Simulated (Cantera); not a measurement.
A perfectly stirred reactor is fed with CH4 : H2 : O2 : N2 = 1 : 0.13 : 3.75 : 14.1 (molar parts), at 9.87 atm; it is adiabatic with a 450 K inlet, and is followed from long to short residence time, starting on the burning branch (τ in s: 0.19, 0.078, 0.032, 0.013, 0.0053, 0.0022, 0.00089, 0.00036, 0.00015, 6.1e-05, 2.5e-05, 1e-05, 4.2e-06).

Detailed kinetics in Cantera: GRI-Mech 3.0 (53 species, 325 reactions).

Problem. Predict: blow-out, bracketed by the residence times tried; x(CH4) at τ = 0.190 s; x(H2) at τ = 0.190 s; x(O2) at τ = 0.190 s; x(H) at τ = 0.190 s; x(CH4) at τ = 0.890 ms; x(H2) at τ = 0.890 ms; x(O2) at τ = 0.890 ms; x(C2H6) at τ = 0.890 ms; x(H) at τ = 0.890 ms.

Solution. 
```json
{
 "blow_out_bracketed_by_the_residence_times_tried": "burning at 0.890 ms, out at 0.360 ms",
 "x(CH4) at τ = 0.190 s": "4.00e-6",
 "x(H2) at τ = 0.190 s": "5.61e-6",
 "x(O2) at τ = 0.190 s": "0.0891",
 "x(H) at τ = 0.190 s": "1.79e-7",
 "x(CH4) at τ = 0.890 ms": "0.000297",
 "x(H2) at τ = 0.890 ms": "0.000260",
 "x(O2) at τ = 0.890 ms": "0.0914",
 "x(C2H6) at τ = 0.890 ms": "6.38e-7",
 "x(H) at τ = 0.890 ms": "1.55e-5"
}
```
